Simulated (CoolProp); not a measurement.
Vapour-liquid equilibrium of R1234ze(E) (1) + R227EA (2) at 1.64 MPa; x and y are mole fractions of (1).

The numbers come from the multi-fluid Helmholtz-energy mixture model, Thol 2016 and Lemmon 2016; pair parameters Bell 2023 in CoolProp.

| x | bubble temperature, mixture model (K) | bubble temperature, Raoult's law (K) | y, mixture model | y, Raoult's law |
|---|---|---|---|---|
| 0.05 | 347.1 | 347.3 | 0.054 | 0.054 |
| 0.15 | 346.5 | 346.9 | 0.160 | 0.160 |
| 0.25 | 345.9 | 346.6 | 0.263 | 0.265 |
| 0.35 | 345.4 | 346.2 | 0.365 | 0.368 |
| 0.45 | 345.0 | 345.9 | 0.464 | 0.470 |
| 0.55 | 344.6 | 345.5 | 0.561 | 0.570 |
| 0.65 | 344.3 | 345.1 | 0.658 | 0.668 |
| 0.75 | 344.1 | 344.8 | 0.755 | 0.765 |
| 0.85 | 344.0 | 344.5 | 0.852 | 0.860 |
| 0.95 | 343.9 | 344.1 | 0.950 | 0.954 |

The largest gap from Raoult's law is -0.9 K in bubble temperature, at x = 0.55. No azeotrope shows between x = 0.05 and 0.95.

Pair parameters are fitted to limited data, so mixtures are less certain than the pure fluids.
